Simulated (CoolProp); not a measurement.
Properties of R115 along the isotherm 203.1 K.

Computed with CoolProp (reference Helmholtz-energy equation of state, Lemmon 2016).

```json
[
 {"p (MPa)": "0.469", "phase": "liquid", "density (kg/m³)": "1652", "cp (kJ/(kg K))": "0.8870", "isothermal compressibility (1/MPa)": "0.001610", "expansivity (1/kK)": "1.970"},
 {"p (MPa)": "0.939", "phase": "liquid", "density (kg/m³)": "1653", "cp (kJ/(kg K))": "0.8864", "isothermal compressibility (1/MPa)": "0.001596", "expansivity (1/kK)": "1.960"},
 {"p (MPa)": "1.41", "phase": "liquid", "density (kg/m³)": "1654", "cp (kJ/(kg K))": "0.8858", "isothermal compressibility (1/MPa)": "0.001581", "expansivity (1/kK)": "1.950"},
 {"p (MPa)": "1.88", "phase": "liquid", "density (kg/m³)": "1655", "cp (kJ/(kg K))": "0.8852", "isothermal compressibility (1/MPa)": "(withheld)", "expansivity (1/kK)": "1.940"},
 {"p (MPa)": "2.35", "phase": "liquid", "density (kg/m³)": "1657", "cp (kJ/(kg K))": "0.8846", "isothermal compressibility (1/MPa)": "(withheld)", "expansivity (1/kK)": "(withheld)"},
 {"p (MPa)": "2.82", "phase": "liquid", "density (kg/m³)": "1658", "cp (kJ/(kg K))": "0.8841", "isothermal compressibility (1/MPa)": "0.001540", "expansivity (1/kK)": "1.920"},
 {"p (MPa)": "3.29", "phase": "liquid", "density (kg/m³)": "(withheld)", "cp (kJ/(kg K))": "0.8835", "isothermal compressibility (1/MPa)": "0.001527", "expansivity (1/kK)": "1.911"},
 {"p (MPa)": "3.76", "phase": "liquid", "density (kg/m³)": "1660", "cp (kJ/(kg K))": "0.8830", "isothermal compressibility (1/MPa)": "0.001514", "expansivity (1/kK)": "1.902"},
 {"p (MPa)": "4.22", "phase": "liquid", "density (kg/m³)": "1661", "cp (kJ/(kg K))": "0.8825", "isothermal compressibility (1/MPa)": "0.001501", "expansivity (1/kK)": "1.893"},
 {"p (MPa)": "4.69", "phase": "liquid", "density (kg/m³)": "1662", "cp (kJ/(kg K))": "0.8820", "isothermal compressibility (1/MPa)": "0.001489", "expansivity (1/kK)": "1.884"}
]
```

**Question.** Complete the blanks.

**Answer.** 
- 1.88, isothermal compressibility (1/MPa): 0.001567
- 2.35, isothermal compressibility (1/MPa): 0.001553
- 2.35, expansivity (1/kK): 1.930
- 3.29, density (kg/m³): 1659
